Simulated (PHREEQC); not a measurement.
A column of 1 m (30 cells, dispersivity 0.05 m, 720 s a shift, diffusion coefficient 3e-10 m²/s) holds 0.0056 eq of the database's cation exchanger X per kg of pore water, first in equilibrium with 0.0016 mol SrCl2 and 1e-05 mol HCl per kg of water. It is flushed with 0.0028 mol/kgw BaCl2, 0.00083 mol/kgw MnCl2 and 1e-05 mol/kgw HCl, at 25 °C. Values are for the last cell. No CO2 enters from the air. Precipitation was switched off in this run.

Model: ion-association model, phreeqc.dat, run in PHREEQC.

```csv
pore volumes,Ba in solution (mol/kgw),Mn in solution (mol/kgw),Sr in solution (mol/kgw),Cl in solution (mol/kgw),MnX2 on the exchanger (mol/kgw),BaX2 on the exchanger (mol/kgw)
0,0,0,0.00160,0.00321,0,0
0.2833,0,4.43e-13,0.00160,0.00321,3.13e-13,0
0.4167,6.30e-12,?,0.00161,0.00322,?,1.10e-11
0.55,5.22e-9,5.35e-7,0.00167,0.00336,3.61e-7,8.73e-9
0.8167,?,4.35e-5,0.00218,0.00447,2.22e-5,8.37e-6
1.083,0.000136,0.000236,0.00257,0.00589,?,0.000136
1.217,0.000305,0.000360,0.00253,0.00639,0.000136,0.000287
1.35,0.000534,0.000473,0.00236,0.00674,0.000172,0.000486
1.617,0.00107,0.000642,0.00182,0.00709,0.000228,0.000953
1.883,0.00159,0.000737,0.00128,0.00721,0.000261,0.00141
2.017,0.00181,0.000766,0.00104,0.00724,?,0.00160
2.15,0.00200,0.000786,0.000839,?,0.000279,0.00177
2.417,0.00229,0.000810,0.000526,0.00727,0.000288,0.00204
2.683,0.00249,0.000821,0.000319,0.00727,0.000293,0.00222
2.817,0.00256,0.000824,0.000245,0.00727,0.000294,0.00229
2.95,0.00262,0.000826,0.000188,0.00727,0.000295,0.00234
3.217,0.00269,0.000828,0.000109,0.00727,0.000296,0.00241
3.483,0.00274,0.000829,6.17e-5,0.00727,0.000296,0.00245
3.617,0.00275,0.000830,4.63e-5,0.00727,0.000296,0.00246
3.75,0.00277,0.000830,3.46e-5,0.00727,0.000296,0.00247
4.017,0.00278,0.000830,1.92e-5,0.00727,0.000296,0.00249
```

Q: Complete the blanks.

A: 
- 0.4167, Mn in solution (mol/kgw): 5.36e-9
- 0.4167, MnX2 on the exchanger (mol/kgw): 3.77e-9
- 0.8167, Ba in solution (mol/kgw): 6.59e-6
- 1.083, MnX2 on the exchanger (mol/kgw): 9.48e-5
- 2.017, MnX2 on the exchanger (mol/kgw): 0.000272
- 2.15, Cl in solution (mol/kgw): 0.00725
